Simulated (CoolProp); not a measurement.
Properties of dimethyl ether along the isotherm 132.75 °C (Tc = 127.2 °C, pc = 53.37 bar, ω = 0.196).

The numbers come from the reference Helmholtz-energy equation of state, Wu 2011 in CoolProp.

```tsv
p (bar)	phase	density (kg/m³)	speed of sound (m/s)
35.7	gas	(withheld)	223.5
71.4	supercritical	412.2	273.2
107	supercritical	475.0	(withheld)
143	supercritical	505.0	496.6
179	supercritical	525.6	561.1
214	supercritical	541.3	612.8
250	supercritical	554.7	658.6
286	supercritical	(withheld)	699.1
321	supercritical	576.1	734.6
357	supercritical	585.2	768.0
393	supercritical	593.5	(withheld)
429	supercritical	601.1	(withheld)
464	supercritical	(withheld)	854.1
500	supercritical	(withheld)	879.6
```

Complete the blanks.


- 35.7, density (kg/m³): 67.27
- 107, speed of sound (m/s): 411.6
- 286, density (kg/m³): 566.2
- 393, speed of sound (m/s): 798.9
- 429, speed of sound (m/s): 827.7
- 464, density (kg/m³): 608.0
- 500, density (kg/m³): 614.6
